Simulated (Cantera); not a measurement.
# Aluminium and copper etching: Al + Cl2 + H2

Charge: 1 mol Al, 2.1 mol Cl2, a varied amount of H2, held at 800 K and 24000 Pa.

These are equilibrium values from Cantera (NASA tables, ideal gas, pure condensed phases), not measurements of a reactor. Candidate condensed phases: Al, AlCl3; 12 gas species. Equilibrium is a limit: real reactors are often held back by kinetics, nucleation or transport.

From 0.18 mol H2 to 39 mol H2 nothing is condensed. The main Al-bearing gas is AlCl3 throughout.

| n(H2) (mol) | x H2 | x HCl | x AlCl3 | x Cl2 | x Al2Cl6 | x Cl | x AlCl2 |
|---|---|---|---|---|---|---|---|
| 0.18 | <1e-12 | 0.227 | 0.388 | 0.264 | 0.121 | 9.82e-6 | <1e-12 |
| 0.36 | <1e-12 | 0.405 | 0.358 | 0.135 | 0.102 | 7.01e-6 | <1e-12 |
| 0.7 | 0.0469 | 0.563 | 0.312 | <1e-12 | 0.0782 | 1.59e-11 | 2.84e-10 |
| 1.4 | 0.280 | 0.420 | 0.250 | <1e-12 | 0.0501 | 4.86e-12 | 7.43e-10 |
| 2.7 | 0.502 | 0.287 | 0.184 | <1e-12 | 0.0273 | 2.48e-12 | 1.08e-9 |
| 5.2 | 0.685 | 0.179 | 0.124 | <1e-12 | 0.0124 | 1.32e-12 | 1.36e-9 |
| 10 | 0.814 | 0.104 | 0.0771 | <1e-12 | 0.00476 | <1e-12 | 1.58e-9 |
| 20 | 0.900 | 0.0556 | 0.0434 | <1e-12 | 0.00151 | <1e-12 | 1.74e-9 |
| 39 | 0.946 | 0.0296 | 0.0237 | <1e-12 | 0.000452 | <1e-12 | 1.84e-9 |
x: gas mole fraction; nothing condenses.
